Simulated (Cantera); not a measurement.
Thermodynamics of silicon oxide and oxynitride deposition, feed SiF4 + H2O

Input: 1 mol SiF4, a varied amount of H2O, equilibrated at 827 °C and 0.975 Torr.

Cantera equilibrium calculation (NASA polynomials, part measured and part estimated; ideal gas, pure solids and liquids). Candidate condensed phases: H2O, Si, SiO2; 38 gas species. Kinetics and transport are ignored.

```json
[
 {"n(H2O) (mol)": "0.62", "x HF": "0.600", "x H2O": "0.0251", "x SiF4": "0.375", "x H2": "1.20e-6", "x O2": "5.84e-7", "n SiO2(β-quartz)": "0.286"},
 {"n(H2O) (mol)": "2.4", "x HF": "0.811", "x H2O": "0.157", "x SiF4": "0.0318", "x H2": "4.09e-6", "x O2": "1.98e-6", "n SiO2(β-quartz)": "0.865"},
 {"n(H2O) (mol)": "4.1", "x HF": "0.647", "x H2O": "0.350", "x SiF4": "0.00260", "x H2": "6.97e-6", "x O2": "3.38e-6", "n SiO2(β-quartz)": "0.984"},
 {"n(H2O) (mol)": "5.8", "x HF": "0.511", "x H2O": "0.488", "x SiF4": "0.000520", "x H2": "8.70e-6", "x O2": "4.22e-6", "n SiO2(β-quartz)": "0.996"},
 {"n(H2O) (mol)": "7.6", "x HF": "0.416", "x H2O": "0.584", "x SiF4": "0.000160", "x H2": "9.79e-6", "x O2": "4.75e-6", "n SiO2(β-quartz)": "0.998"},
 {"n(H2O) (mol)": "9.3", "x HF": "0.354", "x H2O": "0.646", "x SiF4": "6.82e-5", "x H2": "1.05e-5", "x O2": "5.08e-6", "n SiO2(β-quartz)": "0.999"},
 {"n(H2O) (mol)": "11", "x HF": "0.308", "x H2O": "0.692", "x SiF4": "3.40e-5", "x H2": "1.10e-5", "x O2": "5.32e-6", "n SiO2(β-quartz)": "1.000"},
 {"n(H2O) (mol)": "13", "x HF": "0.267", "x H2O": "0.733", "x SiF4": "1.71e-5", "x H2": "1.14e-5", "x O2": "5.53e-6", "n SiO2(β-quartz)": "1.000"},
 {"n(H2O) (mol)": "15", "x HF": "0.235", "x H2O": "0.765", "x SiF4": "9.53e-6", "x H2": "1.17e-5", "x O2": "5.68e-6", "n SiO2(β-quartz)": "1.000"},
 {"n(H2O) (mol)": "16", "x HF": "0.222", "x H2O": "0.778", "x SiF4": "7.33e-6", "x H2": "1.19e-5", "x O2": "5.75e-6", "n SiO2(β-quartz)": "1.000"}
]
```
x: gas mole fraction; n: condensed amount in mol.

From 0.62 mol H2O to 16 mol H2O the condensed part is SiO2(β-quartz). The main Si-bearing gas is SiF4 throughout.
